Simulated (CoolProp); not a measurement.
Saturation properties of nitrous oxide (Tc = 36.4 °C, pc = 7.245 MPa, ω = 0.161).

Values from CoolProp's reference Helmholtz-energy equation of state, Lemmon 2006. It is a short technical equation, of lower accuracy than the large ones.

| T (°C) | p (MPa) | liquid density (kg/m³) | liquid cp (kJ/(kg K)) | vapour Z | surface tension (mN/m) |
|---|---|---|---|---|---|
| -27.75 | 1.416 | 1029 | 1.920 | 0.8340 | 10.6 |
| -23.15 | 1.634 | 1011 | 1.956 | 0.8167 | 9.74 |
| -18.55 | 1.876 | 992.1 | 1.999 | 0.7983 | 8.84 |
| -14.05 | 2.137 | 972.9 | 2.048 | 0.7791 | 7.97 |
| -9.45 | 2.430 | 952.4 | 2.107 | 0.7581 | 7.11 |
| -4.85 | 2.751 | 931.0 | 2.179 | 0.7358 | 6.26 |
| -0.25 | 3.102 | 908.3 | 2.267 | 0.7117 | 5.42 |
| 4.35 | 3.485 | 884.2 | 2.380 | 0.6859 | 4.62 |
| 8.85 | 3.892 | 859.0 | 2.524 | 0.6584 | 3.85 |
| 13.45 | 4.343 | 830.8 | 2.726 | 0.6276 | 3.09 |
| 18.05 | 4.833 | 799.6 | 3.024 | 0.5934 | 2.36 |

It boils at -88.5 °C under 1 atm.

Surface tension comes from a separate correlation (Mulero 2012).
